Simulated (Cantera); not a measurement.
Charge: 1 mol Si, 2.5 mol F2, held at 1300 K and 14.3 Torr.

Cantera equilibrium calculation (NASA polynomials, part measured and part estimated; ideal gas, pure solids and liquids). Candidate condensed phases: Si; 9 gas species. Rates play no part.

Base state: SiF4 0.502, F 0.493, F2 0.00485 (mole fractions); condensed: gas only.

What changes in the equilibrium state with this change: 0.35 mol CH4 added?


```json
[
 {"species": "HF", "before": "0", "after": "0.455"},
 {"species": "SiF4", "before": "0.502", "after": "0.454"},
 {"species": "H2", "before": "0", "after": "0.0909"},
 {"species": "F", "before": "0.493", "after": "<1e-9"},
 {"species": "F2", "before": "0.00485", "after": "<1e-9"},
 {"species": "SiF3", "before": "<1e-9", "after": "3.23e-5"},
 {"species": "C(graphite), mol", "before": "0", "after": "0.350"}
]
```
The tables' values for SiF3 are old estimates; treat these amounts as uncertain. Further candidate phases: C, C6H6, C7H8, C8H18, SiC.
